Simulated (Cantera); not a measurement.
Cantera run:

```python
import numpy as np
import cantera as ct

gas_names = [...]  # 117 gases of nasa_gas.yaml made of C, H, Na, O
cond_names = """
    C(gr) C6H6(L) C7H8(L) C8H18(L),n-octa H2O(s) H2O(L) Na(cr) Na(L) NaOH(a) NaOH(L) NaO2(s) Na2CO3(I)
    Na2CO3(II) Na2CO3(L) Na2O(c) Na2O(a) Na2O(L) Na2O2(a) Na2O2(b)
""".split()


# ... load() reads the species with a 1 bar reference pressure and builds the phases ...
atoms = {
    'Na2CO3': {'Na': 2, 'C': 1, 'O': 3},
    'C': {'C': 1},
    'H2': {'H': 2},
}
top_T = {'C(gr)': 4500, 'NaO2(s)': 800, 'Na2O2(b)': 940}  # K; cautious upper limits of use, not melting points


# ... equilibrate(T, P, feed) seeds the gas with the atoms and calls Mixture.equilibrate('TP', solver="vcs", rtol=1e-11, max_steps=5000) ...
results = []
T = 2248  # K
P = 57000  # Pa
for m in [0.12, 0.16, 0.22, 0.29, 0.39, 0.52, 0.69, 0.93, 1.2, 1.7, 2.2]:
    feed = {'Na2CO3': 1, 'C': 0.057, 'H2': m}  # mol
    mix = equilibrate(T, P, feed)
    results.append((T, P, feed, dict(zip(mix.species_names, mix.species_moles))))
    x = sorted(zip(gas.X, gas.species_names), reverse=True)
    print(f"T = {T:g} K  P = {P:g} Pa  n(H2) = {m:g} mol  gas = {mix.phase_moles(0):.4g} mol")
    print("   x: " + "  ".join(f"{s} {v:.3e}" for v, s in x if v > 0.0001))
    print("   condensed (mol): " + ("  ".join(f"{mix.phase(i).name} {mix.phase_moles(i):.4g}"
          for i in range(1, mix.n_phases) if mix.phase_moles(i) > 1e-12) or "none"))
```

It prints:

```
T = 2248 K  P = 57000 Pa  n(H2) = 0.12 mol  gas = 3.385 mol
   x: Na 5.077e-01  CO2 3.014e-01  O2 9.309e-02  NaOH 6.518e-02  NaO 1.591e-02  CO 1.089e-02  H2O 2.385e-03  O 1.473e-03  OH 8.734e-04  Na2O 6.621e-04  Na2 4.054e-04
   condensed (mol): none
T = 2248 K  P = 57000 Pa  n(H2) = 0.16 mol  gas = 3.36 mol
   x: Na 4.937e-01  CO2 3.031e-01  NaOH 8.492e-02  O2 8.397e-02  NaO 1.470e-02  CO 1.153e-02  H2O 4.508e-03  O 1.399e-03  OH 1.170e-03  Na2O 5.946e-04  Na2 3.834e-04
   condensed (mol): none
T = 2248 K  P = 57000 Pa  n(H2) = 0.22 mol  gas = 3.33 mol
   x: Na 4.741e-01  CO2 3.047e-01  NaOH 1.118e-01  O2 7.065e-02  NaO 1.295e-02  CO 1.264e-02  H2O 9.236e-03  OH 1.604e-03  O 1.283e-03  Na2O 5.030e-04  Na2 3.535e-04
   condensed (mol): none
T = 2248 K  P = 57000 Pa  n(H2) = 0.29 mol  gas = 3.308 mol
   x: Na 4.538e-01  CO2 3.053e-01  NaOH 1.382e-01  O2 5.595e-02  H2O 1.730e-02  CO 1.423e-02  NaO 1.103e-02  OH 2.071e-03  O 1.142e-03  Na2O 4.102e-04  Na2 3.239e-04  H2 1.483e-04  H 1.185e-04
   condensed (mol): none
T = 2248 K  P = 57000 Pa  n(H2) = 0.39 mol  gas = 3.303 mol
   x: Na 4.306e-01  CO2 3.027e-01  NaOH 1.652e-01  O2 3.715e-02  H2O 3.371e-02  CO 1.731e-02  NaO 8.527e-03  OH 2.610e-03  O 9.306e-04  H2 3.545e-04  Na2O 3.010e-04  Na2 2.917e-04  H 1.832e-04
   condensed (mol): none
T = 2248 K  P = 57000 Pa  n(H2) = 0.52 mol  gas = 3.343 mol
   x: Na 4.114e-01  CO2 2.923e-01  NaOH 1.802e-01  H2O 6.283e-02  CO 2.390e-02  O2 1.819e-02  NaO 5.700e-03  OH 2.980e-03  H2 9.442e-04  O 6.511e-04  H 2.990e-04  Na2 2.662e-04  Na2O 1.922e-04
   condensed (mol): none
T = 2248 K  P = 57000 Pa  n(H2) = 0.69 mol  gas = 3.476 mol
   x: Na 4.020e-01  CO2 2.638e-01  NaOH 1.696e-01  H2O 1.089e-01  CO 4.029e-02  O2 5.208e-03  H2 3.058e-03  NaO 2.980e-03  OH 2.870e-03  H 5.381e-04  O 3.484e-04  Na2 2.542e-04  NaH 1.385e-04
   condensed (mol): none
T = 2248 K  P = 57000 Pa  n(H2) = 0.93 mol  gas = 3.74 mol
   x: Na 3.958e-01  CO2 2.093e-01  H2O 1.676e-01  NaOH 1.368e-01  CO 7.335e-02  H2 1.080e-02  OH 2.351e-03  NaO 1.279e-03  H 1.011e-03  O2 9.890e-04  NaH 2.565e-04  Na2 2.465e-04  O 1.518e-04
   condensed (mol): none
T = 2248 K  P = 57000 Pa  n(H2) = 1.2 mol  gas = 4.046 mol
   x: Na 3.850e-01  H2O 2.140e-01  CO2 1.554e-01  NaOH 1.078e-01  CO 1.059e-01  H2 2.682e-02  OH 1.904e-03  H 1.594e-03  NaO 6.396e-04  NaH 3.930e-04  O2 2.615e-04  Na2 2.332e-04
   condensed (mol): none
T = 2248 K  P = 57000 Pa  n(H2) = 1.7 mol  gas = 4.596 mol
   x: Na 3.605e-01  H2O 2.575e-01  CO 1.399e-01  CO2 9.015e-02  H2 7.344e-02  NaOH 7.339e-02  H 2.637e-03  OH 1.385e-03  NaH 6.090e-04  NaO 2.632e-04  Na2 2.044e-04
   condensed (mol): none
T = 2248 K  P = 57000 Pa  n(H2) = 2.2 mol  gas = 5.13 mol
   x: Na 3.355e-01  H2O 2.681e-01  CO 1.499e-01  H2 1.315e-01  CO2 5.620e-02  NaOH 5.315e-02  H 3.528e-03  OH 1.078e-03  NaH 7.582e-04  Na2 1.770e-04  NaO 1.425e-04
   condensed (mol): none
```

Cantera equilibrium calculation (NASA polynomials, part measured and part estimated; ideal gas, pure solids and liquids).
